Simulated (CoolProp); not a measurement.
Saturation properties of nitrogen (Tc = -147.0 °C, pc = 3.396 MPa, ω = 0.037).

Model: reference Helmholtz-energy equation of state, Span 2000, in CoolProp.

| T (°C) | p (MPa) | liquid density (kg/m³) | vapour density (kg/m³) | liquid viscosity (µPa s) | liquid conductivity (mW/(m K)) |
|---|---|---|---|---|---|
| -197.25 | 0.08505 | 812.6 | 3.925 | 170 | 148 |
| -193.55 | (withheld) | 795.8 | 5.846 | 147 | 140 |
| -189.95 | 0.1916 | 778.8 | 8.323 | 129 | 133 |
| -186.25 | 0.2737 | 760.8 | 11.62 | 114 | 126 |
| -182.55 | 0.3793 | (withheld) | 15.83 | 101 | 119 |
| -178.95 | 0.5081 | 722.7 | 20.97 | 90.2 | 112 |
| -175.25 | 0.6708 | 701.8 | 27.54 | 80.6 | 104 |
| -171.55 | 0.8681 | 679.5 | (withheld) | 72.2 | 97.0 |
| -167.95 | 1.097 | (withheld) | 45.56 | 64.9 | 89.9 |
| -164.25 | 1.374 | 629.8 | 58.21 | 58.0 | (withheld) |
| -160.55 | 1.699 | 600.3 | 74.30 | 51.4 | 75.3 |
| -156.95 | 2.065 | (withheld) | 94.79 | 45.2 | 68.3 |

Question: What belongs in the gaps?

Answer: 
- -193.55, p (MPa): 0.1310
- -182.55, liquid density (kg/m³): 741.9
- -171.55, vapour density (kg/m³): 35.71
- -167.95, liquid density (kg/m³): 656.2
- -164.25, liquid conductivity (mW/(m K)): 82.6
- -156.95, liquid density (kg/m³): 566.9

It boils at -195.8 °C under 1 atm.

Viscosity comes from a separate model (Lemmon 2004). Thermal conductivity comes from a separate model (Lemmon 2004).
